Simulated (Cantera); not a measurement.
An isothermal plug-flow reactor at 825 K and 750 Torr (inlet), inlet velocity 1.1 m/s, active area per volume 520 1/m; feed CO : O₂ : N₂ : H₂O = 0.017 : 0.064 : 0.79 : 0.016 (molar parts).

Computed with Cantera and Deutschmann's 1995 Pt surface mechanism with GRI-Mech 3.0 gas chemistry. Catalytic surfaces can have several steady states; this one follows from the mechanism file's or the stated starting coverage. Mass transfer to the wall is taken as infinitely fast.

One state of this run: x CO = 0.0167; x O₂ = 0.0710; x H₂O = 0.0181; x CO₂ = 0.00250; θ free Pt = 0.194; θ O* = 0.0143; θ OH* = 0.000663; θ CO* = 0.791. x: gas mole fraction; θ: surface coverage.

Problem. Which value of z (m) does it belong to?
(A) 0.0058
(B) 0.00027
(C) 0.0012
(D) 0.00012

Solution. D, 0.00012
